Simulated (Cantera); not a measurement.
A closed system holds: 1 mol N2O, 0.12 mol SO2, 32 mol N2, held at 352 °C and 0.00133 bar.

Method: chemical equilibrium by Gibbs-energy minimisation in Cantera with the NASA 1993 tables (ideal gas, pure condensed phases). Candidate condensed phases: S; 17 gas species. Rates play no part.

### Question
What is the equilibrium state?

### Answer
```json
{
  "x(N2)": "0.983",
  "x(O2)": "0.0133",
  "x(SO3)": "0.00323",
  "x(SO2)": "0.000349",
  "gas_amount": "33.57 mol",
  "log10 activity of S(l) (absent)": "-26.66"
}
```
